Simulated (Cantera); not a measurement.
A perfectly stirred reactor is fed with 6.40 % CH4, 4.61 % CO, 18.6 % O2, 70.4 % N2, equivalence ratio 0.81, at 10.0 bar; it is adiabatic with a 748 K inlet, and is followed from long to short residence time, starting on the burning branch (τ in s: 0.22, 0.086, 0.035, 0.014, 0.0056, 0.0022, 0.0009, 0.00036, 0.00014, 5.8e-05, 2.3e-05, 9.3e-06).

Cantera simulation using GRI-Mech 3.0 (53 species, 325 reactions); the numbers are that mechanism's predictions, not measurements.

x: mole fraction; the columns are a selection and need not sum to one.

```tsv
τ (s)	T (K)	x CH4	x CO	x O2	x N2O	x CH2O	x NO2	x HCO
0.22	2372	1.10e-7	0.00343	0.0336	1.16e-6	2.02e-8	8.40e-6	1.43e-9
0.086	2373	___	0.00345	0.0338	1.17e-6	___	7.73e-6	___
0.035	2375	6.75e-7	0.00351	0.0343	1.19e-6	1.25e-7	6.55e-6	5.35e-9
0.014	2376	1.64e-6	0.00363	0.0351	1.21e-6	3.07e-7	4.80e-6	1.24e-8
0.0056	2376	3.95e-6	0.00391	0.0359	1.24e-6	7.44e-7	3.01e-6	3.01e-8
0.0022	2372	9.44e-6	0.00454	0.0367	1.29e-6	1.79e-6	1.70e-6	7.60e-8
0.00090	2361	2.08e-5	0.00582	0.0376	1.39e-6	3.98e-6	1.01e-6	1.86e-7
0.00036	2337	___	___	0.0390	1.53e-6	___	___	___
0.00014	2293	9.15e-5	0.0127	0.0413	1.64e-6	1.71e-5	4.28e-7	1.20e-6
5.8e-5	2231	0.000183	0.0190	0.0446	1.60e-6	3.28e-5	2.73e-7	2.90e-6
2.3e-5	2137	0.000420	0.0288	0.0504	1.42e-6	6.83e-5	1.53e-7	7.31e-6
9.3e-6	1962	0.00158	0.0486	0.0645	1.01e-6	0.000204	5.49e-8	1.85e-5
```

Task: What belongs in the gaps?

Result: 
- 0.086, x CH4: 2.79e-7
- 0.086, x CH2O: 5.13e-8
- 0.086, x HCO: 2.58e-9
- 0.00036, x CH4: 4.41e-5
- 0.00036, x CO: 0.00833
- 0.00036, x CH2O: 8.42e-6
- 0.00036, x NO2: 6.49e-7
- 0.00036, x HCO: 4.66e-7
